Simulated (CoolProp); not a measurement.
R1123 along the isotherm -7.85 °C: density (kg/m³) from the reference equation and from simpler models built on Tc = 58.6 °C, pc = 4.549 MPa, ω = 0.243; each cubic takes its own stable root.

Model: reference Helmholtz-energy equation of state, Akasaka 2020, in CoolProp.

```json
[
 {"p (MPa)": "0.00719", "phase": "gas", "reference": "0.2677", "van der Waals": "0.2676", "Redlich-Kwong": "0.2676"},
 {"p (MPa)": "0.0106", "phase": "gas", "reference": "0.3948", "van der Waals": "0.3946", "Redlich-Kwong": "0.3948"},
 {"p (MPa)": "0.0155", "phase": "gas", "reference": "0.5778", "van der Waals": "0.5774", "Redlich-Kwong": "0.5776"},
 {"p (MPa)": "0.0227", "phase": "gas", "reference": "0.8472", "van der Waals": "0.8462", "Redlich-Kwong": "0.8468"},
 {"p (MPa)": "0.0334", "phase": "gas", "reference": "1.249", "van der Waals": "1.247", "Redlich-Kwong": "1.248"},
 {"p (MPa)": "0.049", "phase": "gas", "reference": "1.837", "van der Waals": "1.832", "Redlich-Kwong": "1.835"},
 {"p (MPa)": "0.0719", "phase": "gas", "reference": "2.705", "van der Waals": "2.695", "Redlich-Kwong": "2.701"},
 {"p (MPa)": "0.106", "phase": "gas", "reference": "4.011", "van der Waals": "3.989", "Redlich-Kwong": "4.002"},
 {"p (MPa)": "0.155", "phase": "gas", "reference": "5.915", "van der Waals": "5.866", "Redlich-Kwong": "5.894"},
 {"p (MPa)": "0.227", "phase": "gas", "reference": "8.773", "van der Waals": "8.664", "Redlich-Kwong": "8.727"},
 {"p (MPa)": "0.334", "phase": "gas", "reference": "13.17", "van der Waals": "12.91", "Redlich-Kwong": "13.06"},
 {"p (MPa)": "0.49", "phase": "gas", "reference": "19.92", "van der Waals": "19.33", "Redlich-Kwong": "19.66"},
 {"p (MPa)": "0.719", "phase": "gas", "reference": "30.76", "van der Waals": "29.26", "Redlich-Kwong": "30.06"},
 {"p (MPa)": "1.06", "phase": "liquid", "reference": "1158", "van der Waals": "45.49", "Redlich-Kwong": "47.65"},
 {"p (MPa)": "1.55", "phase": "liquid", "reference": "1161", "van der Waals": "73.24", "Redlich-Kwong": "990.8"},
 {"p (MPa)": "2.27", "phase": "liquid", "reference": "1165", "van der Waals": "705.0", "Redlich-Kwong": "998.9"}
]
```

At some of these states van der Waals, Redlich-Kwong gives the other phase, because its saturation line lies elsewhere.
